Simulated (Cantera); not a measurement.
A closed system holds: 1 mol SiH2Cl2, 0.31 mol HCl, 16 mol N2, held at 3.80 mbar.

Equilibrium computed with Cantera from the NASA thermochemical tables; the gas is ideal and each condensed phase is pure. Candidate condensed phases: NH4Cl, Si, Si3N4; 28 gas species. N2 is the only nitrogen source here; it is nearly inert below about 1500 K, so the nitride shown seldom forms there in practice. Kinetics and transport are ignored.

Over these rows the condensed part is Si3N4(s). Partial pressures as log10 of bar:

```tsv
T (K)	1000/T (1/K)	log p SiCl2	log p N2	log p HCl	log p H2
1073	0.9320	-7.10	-2.48	-3.45	-4.15
1123	0.8905	-6.51	-2.48	-3.44	-4.17
1173	0.8525	-5.96	-2.48	-3.44	-4.18
1223	0.8177	?	-2.48	-3.43	-4.19
1273	0.7855	-5.04	-2.48	-3.44	-4.18
1323	0.7559	-4.67	-2.48	-3.45	-4.16
```

Task: Fit log p(SiCl2) = a + b·(1000/T) to the five rows, give the apparent enthalpy, and predict the row at 1223 K.

Result: Means: 1000/T = 0.8433, log p = -5.856. Sxy = -0.292990, Sxx = 0.0211598, so b = -13.85 and a = -5.856 − (-13.85)×0.8433 = 5.82.
Apparent enthalpy: −19.145 × (-13.85) = 265 kJ/mol. With the condensed phases at unit activity, 1/3 Si3N4(s) + 2 HCl(g) = SiCl2(g) + 2/3 N2(g) + H2(g) links this pressure to the main gases: over the six rows their terms move log p by +0.01 in all, so the slope is close to that reaction's ΔH°. The five rows lie within 0.03 of the line.
Prediction at 1223 K: 5.82 + (-13.85)×0.8177 = -5.51. The computed value is -5.47, 0.04 from the line.
